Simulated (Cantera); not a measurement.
A perfectly stirred reactor is fed with 2.05 % CO, 0.263 % O₂, 0.127 % H₂O, 97.6 % N₂, equivalence ratio 3.9, at 1.00 atm; it is held at 1523 K, and followed from long to short residence time.

Computed with Cantera and GRI-Mech 3.0 (53 species, 325 reactions).

Problem. Predict: x(CO) at τ = 3.70 s; x(O₂) at τ = 3.70 s; x(H₂O) at τ = 3.70 s; x(NO) at τ = 3.70 s; x(CO) at τ = 37.0 ms; x(O₂) at τ = 37.0 ms; x(H₂O) at τ = 37.0 ms; x(NO) at τ = 37.0 ms.

Solution. 
| Property | Result |
|---|---|
| x(CO) at τ = 3.70 s | 0.0146 |
| x(O₂) at τ = 3.70 s | 1.64e-6 |
| x(H₂O) at τ = 3.70 s | 0.000642 |
| x(NO) at τ = 3.70 s | 4.74e-7 |
| x(CO) at τ = 37.0 ms | 0.0147 |
| x(O₂) at τ = 37.0 ms | 4.61e-5 |
| x(H₂O) at τ = 37.0 ms | 0.000507 |
| x(NO) at τ = 37.0 ms | 2.74e-6 |
